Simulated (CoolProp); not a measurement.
Acetone at several states: fugacity coefficient from the reference equation and from simpler models built on Tc = 508.1 K, pc = 4.692 MPa, ω = 0.307; each cubic takes its own stable root.

Values from CoolProp's reference Helmholtz-energy equation of state, Lemmon 2006. It is a short technical equation, of lower accuracy than the large ones.

```
T (K)  p (MPa)   phase  reference  Soave-Redlich-Kwong  Peng-Robinson
-----  -------  ------  ---------  -------------------  -------------
258.6     20.2  liquid          …                    …              …
542.6    0.232     gas     0.9846               0.9867         0.9849
203.3    0.707  liquid          …             5.970e-5              …
472.9   0.0264     gas     0.9971               0.9976         0.9973
359.9     1.76  liquid     0.1416                    …              …
```

**Question.** Fill in the missing entries.

**Answer.** 
- 258.6, reference: 0.0003858
- 258.6, Soave-Redlich-Kwong: 0.0004284
- 258.6, Peng-Robinson: 0.0004214
- 203.3, reference: 7.096e-5
- 203.3, Peng-Robinson: 7.277e-5
- 359.9, Soave-Redlich-Kwong: 0.1476
- 359.9, Peng-Robinson: 0.1457
